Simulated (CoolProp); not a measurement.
The fluid at 302.49 K and 0.0345 MPa expands adiabatically to 0.00241 MPa with isentropic efficiency 1. The same conditions are run with several fluids, on thermodynamics alone (safety and materials aside).

Computed with CoolProp (reference Helmholtz-energy equation of state of each fluid (the fluoroketone C6F12O (FK-5-1-12): McLinden 2015; sulfur hexafluoride: Guder 2009; R141b: Lemmon 2006)).

```
fluid                                work (kJ/kg)  final temperature (K)  final density (kg/m³)
-----------------------------------  ------------  ---------------------  ---------------------
the fluoroketone C6F12O (FK-5-1-12)          20.1                  278.1                    [?]
sulfur hexafluoride                          40.7                  235.9                    [?]
R141b                                        49.9                  230.5                    [?]
```

Task: Some entries are withheld; supply them.

Result: 
- the fluoroketone C6F12O (FK-5-1-12), final density (kg/m³): 0.330
- sulfur hexafluoride, final density (kg/m³): 0.180
- R141b, final density (kg/m³): 0.148
